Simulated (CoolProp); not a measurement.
Hydrogen chloride along the isobar 5.04 MPa: fugacity coefficient from the reference equation and from simpler models built on Tc = 51.5 °C, pc = 8.314 MPa, ω = 0.130; each cubic takes its own stable root.

Values from CoolProp's reference Helmholtz-energy equation of state, Thol 2018.

```json
[
 {"T (°C)": "-39.35", "phase": "liquid", "reference": "0.1504"},
 {"T (°C)": "-13.85", "phase": "liquid", "reference": "0.3112"},
 {"T (°C)": "11.75", "phase": "liquid", "reference": "0.5439"},
 {"T (°C)": "37.25", "phase": "gas", "reference": "0.7478"},
 {"T (°C)": "62.75", "phase": "gas", "reference": "0.8054"},
 {"T (°C)": "88.35", "phase": "gas", "reference": "0.8455"},
 {"T (°C)": "113.85", "phase": "gas", "reference": "0.8749"},
 {"T (°C)": "139.45", "phase": "gas", "reference": "0.8976"},
 {"T (°C)": "164.95", "phase": "gas", "reference": "0.9153"},
 {"T (°C)": "190.55", "phase": "gas", "reference": "0.9296"},
 {"T (°C)": "216.05", "phase": "gas", "reference": "0.9411"},
 {"T (°C)": "241.55", "phase": "gas", "reference": "0.9507"}
]
```

### Question
How far does each simpler model (van der Waals, Redlich-Kwong, Soave-Redlich-Kwong, Peng-Robinson) lie from the reference over these 12 states: mean and median of the absolute difference, and the worst?

### Answer
- van der Waals: mean 21.6 %, median 1.7 %, worst +136.8 % at -39.35 °C and 5.04 MPa
- Redlich-Kwong: mean 4.6 %, median 0.9 %, worst +19.5 % at -39.35 °C and 5.04 MPa
- Soave-Redlich-Kwong: mean 2.5 %, median 1.6 %, worst +5.3 % at 11.75 °C and 5.04 MPa
- Peng-Robinson: mean 0.7 %, median 0.3 %, worst +2.5 % at -13.85 °C and 5.04 MPa
